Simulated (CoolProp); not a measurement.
R245fa at 293.15 K and 0.104 MPa flows at 0.55 m/s in a round tube of 50 mm bore and 45 µm roughness, fully developed (64/Re and Nu = 3.66 if laminar; Colebrook and Gnielinski if turbulent). Each further row changes one setting.

The numbers come from the reference Helmholtz-energy equation of state, Akasaka 2015 in CoolProp.

```tsv
case	Reynolds number	Darcy friction factor	pressure drop (Pa/m)	heat-transfer coefficient (W/(m² K))	mass flow (kg/h)
as stated	14100	0.0298	0.538	12.2	23.2
velocity 1.1 m/s	28200	0.0260	1.88	21.9	46.4
diameter 100 mm	28200	0.0250	0.225	10.4	92.7
```

Viscosity comes from a separate model (Bell 2016), an estimate that may be off by 10 % or more. Thermal conductivity comes from a separate model (Huber 2003), an estimate that may be off by 10 % or more.
